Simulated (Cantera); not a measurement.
Input: 1 mol Ta₂O₅, 0.33 mol CH₄, 0.56 mol H₂, at 875 K and 16.0 mbar.

These are equilibrium values from Cantera (NASA tables, ideal gas, pure condensed phases), not measurements of a reactor. Candidate condensed phases: C, C₆H₆, C₇H₈, C₈H₁₈, H₂O, Ta, TaC, Ta₂O₅; 113 gas species. TaC: taken at fixed stoichiometry. Condensed phases not in the tables: Ta₂C. Equilibrium is a limit: real reactors are often held back by kinetics, nucleation or transport.

Base state: H₂ 0.993, CH₄ 0.00688, CO 0.000460, H₂O 2.98e-5 (mole fractions); condensed: C(graphite) + TaC(s) + Ta₂O₅(s).

### Question
What changes in the equilibrium state with this change: temperature from 875 K to 1673.15 K?

### Answer
```csv
species,before,after
H₂,0.993,0.837
CO,0.000460,0.162
H₂O,2.98e-5,0.00103
CH₄,0.00688,1.60e-8
H,<1e-9,0.000825
CO₂,3.65e-8,6.04e-5
"C(graphite), mol",0.321,0
"TaC(s), mol",0.000238,0.0947
"Ta₂O₅(s), mol",1.000,0.953
```
Mutual solubility and eutectic melting of coexisting phases are not modelled.
